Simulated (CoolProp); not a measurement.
Saturation properties of dimethyl ether.

Model: reference Helmholtz-energy equation of state, Wu 2011, in CoolProp.

```tsv
T (K)	p (MPa)	liquid density (kg/m³)	vapour Z	vapour viscosity (µPa s)
303.3	0.6829	653.0	0.8696	9.49
307.5	0.7661	646.0	0.8593	9.62
311.8	0.8590	638.6	0.8482	9.76
316	0.9574	631.2	0.8368	9.90
320.3	1.067	623.5	0.8245	10.0
324.6	1.185	615.6	0.8117	10.2
328.8	1.309	607.7	0.7984	10.4
333.1	1.446	599.3	0.7842	10.5
337.3	1.590	590.8	0.7696	10.7
341.6	1.748	581.8	0.7539	10.9
345.8	1.913	572.7	0.7377	11.1
350.1	2.094	563.0	0.7202	11.3
354.3	2.282	553.0	0.7021	11.6
```

It boils at 248.4 K under 1 atm.

Viscosity comes from a separate model (Meng 2012).
